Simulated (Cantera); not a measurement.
Charge: 1 mol HgO, 0.045 mol H₂, 21 mol N₂, at 700 °C and 19000 Pa.

Equilibrium computed with Cantera from the NASA thermochemical tables; the gas is ideal and each condensed phase is pure. Candidate condensed phases: H₂O, Hg, HgO; 25 gas species. The numbers say what is thermodynamically allowed, not how fast it happens.

Base state: N₂ 0.932, Hg 0.0444, O₂ 0.0212, H₂O 0.00200 (mole fractions); condensed: gas only.

Problem. What changes in the equilibrium state with this change: HgO replaced by Hg?

Solution. 
| species | before | after |
|---|---|---|
| N₂ | 0.932 | 0.953 |
| Hg | 0.0444 | 0.0454 |
| H₂ | <1e-9 | 0.00204 |
| O₂ | 0.0212 | 0 |
| H₂O | 0.00200 | 0 |
